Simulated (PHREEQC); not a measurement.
A solution holds 0.055 mol/kgw Cu(NO3)2, 0.00079 mol/kgw HCl and 0.00023 mol/kgw NaCl, at 76 °C. Closed to the air; pH follows from the charge balance.

All values are PHREEQC results (ion-association model, phreeqc.dat), not measurements.

**Question.** The ionic strength comes out as 0.165 mol/kgw. What activity coefficients do Na+, Cu+2, H+, NO3-, Cl- get?

**Answer.** Na+ 0.73, Cu+2 0.31, H+ 0.79, NO3- 0.69, Cl- 0.71.

No solid was allowed to form. Constants without temperature data keep their 25 °C values here.
